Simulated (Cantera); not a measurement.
# Thermodynamics of hydrogen reduction and annealing atmospheres, feed NiS + H2

Charge: 1 mol NiS, 19 mol H2, held at 673.15 K and 25000 Pa.

These are equilibrium values from Cantera (NASA tables, ideal gas, pure condensed phases), not measurements of a reactor. Candidate condensed phases: Ni, NiS, NiS2, Ni3S2, Ni3S4, S; 9 gas species. Equilibrium is a limit: real reactors are often held back by kinetics, nucleation or transport.

```json
{
 "x(H2)": "0.982",
 "x(H2S)": "0.0175",
 "n(Ni3S2(s))": "0.333 mol",
 "gas_amount": "19.00 mol",
 "log10 activity of NiS(s) (absent)": "-0.66",
 "log10 activity of Ni(s) (absent)": "-1.65",
 "log10 activity of NiS2(s) (absent)": "-3.36"
}
```
